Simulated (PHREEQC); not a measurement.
A solution holds 3.3 mol CaBr2 and 0.031 mol BaCl2 per kg of water, at 25 °C. Closed to the air; pH follows from the charge balance.

All values are PHREEQC results (Pitzer model, pitzer.dat), not measurements.

```json
{
 "ionic_strength": "9.99 mol/kgw",
 "activity_of_water": "0.682",
 "density": "1.467 g/cm³",
 "osmotic_coefficient": "2.130"
}
```

```
species  molality  activity   log γ
-------  --------  --------  ------
Br-          6.60      7.17   0.036
Ca+2         3.30      77.3   1.370
Cl-        0.0620    0.0447  -0.142
Ba+2       0.0310     0.188   0.783
H+        1.83e-7   6.06e-6   1.520
OH-       1.83e-7   1.14e-9  -2.206
```

Precipitation was switched off in this run.
